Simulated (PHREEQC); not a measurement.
0.02 g of hydrous ferric oxide (600 m²/g; 0.2 weak and 0.005 strong sites per Fe, Dzombak-Morel constants, diffuse double layer) in 1 kg of water with 0.3 mol/kgw of an inert sodium salt and 3.8e-06 mol/kgw H3BO3, at 25 °C; the pH is set by adding NaOH or the inert anion's acid. Oxygen alone is held at its pressure in air (log pO2 = -0.68). The system is closed to CO2. No solid was allowed to form.

Model: ion-association model, wateq4f.dat, run in PHREEQC.

| pH | B sorbed (%) | surface charge σ (C/m²) | surface potential ψ (mV) |
|---|---|---|---|
| 3 | 0.0 | 0.368 | 126 |
| 3.5 | 0.0 | 0.363 | 125 |
| 4 | 0.0 | 0.349 | 123 |
| 4.5 | 0.0 | 0.318 | 118 |
| 5 | 0.0 | 0.269 | 110 |
| 5.5 | 0.0 | 0.210 | 98 |
| 6 | 0.0 | 0.154 | 83 |
| 6.5 | 0.0 | 0.106 | 65 |
| 7 | 0.0 | 0.066 | 46 |
| 7.5 | 0.0 | 0.034 | 26 |
| 8 | 0.0 | 0.006 | 5 |
| 8.5 | 0.0 | -0.021 | -17 |
| 9 | 0.0 | -0.051 | -38 |
| 9.5 | 0.0 | -0.087 | -57 |
| 10 | 0.0 | -0.132 | -75 |
| 10.5 | 0.0 | -0.185 | -91 |
| 11 | 0.0 | -0.244 | -105 |

The oxide is taken as insoluble; below pH 4 it would dissolve.
